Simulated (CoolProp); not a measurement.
Vapour-liquid equilibrium of dimethyl ether (1) + ethanol (2) at 0.221 bar; x and y are mole fractions of (1).

Computed with CoolProp (multi-fluid Helmholtz-energy mixture model, Wu 2011 and Schroeder 2014; pair parameters Bell 2016).

| x | bubble temperature, mixture model (K) | bubble temperature, Raoult's law (K) | y, mixture model | y, Raoult's law |
|---|---|---|---|---|
| 0.05 | 269.8 | 283.7 | 0.945 | 0.860 |
| 0.15 | 244.6 | 256.9 | 0.993 | 0.982 |
| 0.25 | 235.3 | 245.1 | 0.998 | 0.994 |
| 0.35 | 230.3 | 238.0 | 0.999 | 0.997 |
| 0.45 | 227.1 | 232.9 | 0.999 | 0.999 |
| 0.55 | 224.9 | 229.0 | 0.999 | 0.999 |
| 0.65 | 223.3 | 225.9 | 1.000 | 1.000 |
| 0.75 | 221.9 | 223.3 | 1.000 | 1.000 |
| 0.85 | 220.5 | 221.1 | 1.000 | 1.000 |
| 0.95 | 219.1 | 219.1 | 1.000 | 1.000 |

The largest gap from Raoult's law is -13.9 K in bubble temperature, at x = 0.05. No azeotrope shows between x = 0.05 and 0.95.

The pair parameters rest on a limited set of measurements; away from them the model extrapolates. With so large a gap from Raoult's law the liquid may split in two, which this calculation doesn't test in full.
